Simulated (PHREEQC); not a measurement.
**Hard or scaling water (model solution)**

Make-up at 20 °C: 0.00033 mol/kgw CaSO4, 9.5e-06 mol/kgw Na2CO3 and 0.00021 mol/kgw NaCl. Closed to the air; pH follows from the charge balance.

Equilibrium calculation in PHREEQC: ion-association model, phreeqc.dat.

No solid was allowed to form.

Q: What pH does the model give?

A: pH 9.09.

Q: In which forms is C present?

A: HCO3- 92 %, CO3-2 5.4 %, CaCO3 1.9 % of the C.

Species that the database lacks are ignored.
